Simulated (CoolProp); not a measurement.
Carbonyl sulfide along the isotherm 385.7 K: Z from the reference equation and from simpler models built on Tc = 378.8 K, pc = 6.369 MPa, ω = 0.098; each cubic takes its own stable root.

Model: reference Helmholtz-energy equation of state, Lemmon 2006, in CoolProp. It is a short technical equation, of lower accuracy than the large ones.

| p (MPa) | phase | reference |
|---|---|---|
| 3.33 | gas | 0.8080 |
| 6.67 | supercritical | 0.4522 |
| 10 | supercritical | 0.2695 |
| 13.3 | supercritical | 0.3295 |
| 16.7 | supercritical | 0.3933 |
| 20 | supercritical | 0.4549 |
| 23.3 | supercritical | 0.5156 |
| 26.7 | supercritical | 0.5772 |
| 30 | supercritical | 0.6362 |
| 33.3 | supercritical | 0.6944 |
| 36.7 | supercritical | 0.7536 |
| 40 | supercritical | 0.8104 |
| 43.3 | supercritical | 0.8666 |
| 46.7 | supercritical | 0.9240 |
| 50 | supercritical | 0.9791 |

Q: How far does each simpler model (van der Waals, Redlich-Kwong, Soave-Redlich-Kwong, Peng-Robinson) lie from the reference over these 15 states: mean and median of the absolute difference, and the worst?

A: 
- van der Waals: mean 30.3 %, median 34.2 %, worst +36.0 % at 385.7 K and 10 MPa
- Redlich-Kwong: mean 6.4 %, median 5.5 %, worst +15.3 % at 385.7 K and 10 MPa
- Soave-Redlich-Kwong: mean 6.7 %, median 5.6 %, worst +15.9 % at 385.7 K and 10 MPa
- Peng-Robinson: mean 4.0 %, median 4.5 %, worst -6.6 % at 385.7 K and 50 MPa
